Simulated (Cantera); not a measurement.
A closed system holds: 1 mol borazine, 3 mol NH3, 0.94 mol H2, equilibrated at 502 °C and 0.0960 bar.

Method: chemical equilibrium by Gibbs-energy minimisation in Cantera with the NASA 1993 tables (ideal gas, pure condensed phases). Candidate condensed phases: B, BN; 15 gas species. The feed counts by its element totals alone. Rates play no part.

Base state: H2 0.849, N2 0.151, NH3 0.000113 (mole fractions); condensed: BN(s).

Task: What changes in the equilibrium state with this change: temperature from 502 °C to 1577 °C?

Result: 
| species | before | after |
|---|---|---|
| H2 | 0.849 | 0.848 |
| N2 | 0.151 | 0.151 |
| H | <1e-9 | 0.00160 |
| NH3 | 0.000113 | 7.67e-7 |
| BN(s), mol | 3.00 | 3.00 |
